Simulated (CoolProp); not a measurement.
Fluorine along the isobar 7110 kPa: fugacity coefficient from the reference equation and from simpler models built on Tc = 144.4 K, pc = 5240 kPa, ω = 0.045; each cubic takes its own stable root.

Values from CoolProp's reference Helmholtz-energy equation of state, de Reuck 1990.

```tsv
T (K)	phase	reference	van der Waals	Redlich-Kwong	Soave-Redlich-Kwong	Peng-Robinson
130.5	liquid	0.3438	0.4272	0.3530	0.3502	0.3359
154.7	supercritical	0.6476	0.6524	0.6420	0.6448	0.6180
178.9	supercritical	0.7855	0.7721	0.7761	0.7832	0.7543
203.2	supercritical	0.8604	0.8393	0.8511	0.8617	0.8338
227.4	supercritical	0.9067	0.8834	0.8985	0.9114	0.8855
251.6	supercritical	0.9371	0.9141	0.9302	0.9446	0.9209
275.8	supercritical	0.9582	0.9363	0.9521	0.9674	0.9458
300	supercritical	0.9732	0.9527	0.9677	0.9834	0.9637
```
